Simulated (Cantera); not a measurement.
Input: 1 mol AlCl₃, 6.7 mol HCl, a varied amount of N₂, held at 1450 °C and 0.570 Torr.

Cantera equilibrium calculation (NASA polynomials, part measured and part estimated; ideal gas, pure solids and liquids). Candidate condensed phases: Al, AlCl₃, AlN, NH₄Cl; 20 gas species. The tables' values for AlCl₂ are old estimates; treat these amounts as uncertain. Kinetics and transport are ignored.

x: gas mole fraction; nothing condenses.

| n(N₂) (mol) | x N₂ | x HCl | x AlCl₃ | x Cl | x AlCl₂ | x H₂ | x AlCl |
|---|---|---|---|---|---|---|---|
| 6.9 | 0.463 | 0.435 | 0.0571 | 0.0272 | 0.00687 | 0.00677 | 0.00311 |
| 11 | (withheld) | (withheld) | (withheld) | (withheld) | 0.00600 | (withheld) | 0.00312 |
| 18 | 0.689 | 0.248 | 0.0302 | 0.0198 | 0.00498 | 0.00412 | 0.00309 |
| 28 | 0.774 | 0.179 | 0.0206 | 0.0166 | 0.00405 | 0.00306 | 0.00301 |
| 45 | 0.844 | 0.121 | 0.0128 | 0.0134 | 0.00311 | 0.00214 | 0.00286 |
| 73 | 0.896 | (withheld) | (withheld) | (withheld) | 0.00227 | (withheld) | (withheld) |
| 120 | 0.933 | 0.0500 | 0.00392 | 0.00828 | 0.00155 | 0.000959 | 0.00230 |
| 190 | 0.955 | 0.0322 | 0.00203 | 0.00645 | 0.00103 | 0.000657 | 0.00197 |
| 300 | 0.971 | 0.0206 | 0.000976 | 0.00493 | 0.000646 | 0.000460 | 0.00161 |
| 480 | 0.981 | 0.0129 | 0.000417 | 0.00366 | 0.000372 | 0.000328 | 0.00125 |

Question: What belongs in the gaps?

Answer: 
- 73, x HCl: 0.0791
- 73, x AlCl₃: 0.00739
- 73, x Cl: 0.0107
- 73, x H₂: 0.00145
- 73, x AlCl: 0.00262
- 11, x N₂: 0.578
- 11, x HCl: 0.340
- 11, x AlCl₃: 0.0434
- 11, x Cl: 0.0236
- 11, x H₂: 0.00546
